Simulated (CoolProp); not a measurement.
Computed with CoolProp (reference Helmholtz-energy equation of state, Zhou 2011).

Question: For dimethyl carbonate, give the phase and the Z, cp (kJ/(kg K)), Joule-Thomson coefficient (K/MPa) at 353.1 K and 24.5 MPa; 373.7 K and 24.5 MPa.

Answer: 
- 353.1 K and 24.5 MPa: liquid; Z 0.738, cp 1.89, Joule-Thomson coefficient -0.301
- 373.7 K and 24.5 MPa: liquid; Z 0.715, cp 1.93, Joule-Thomson coefficient -0.281
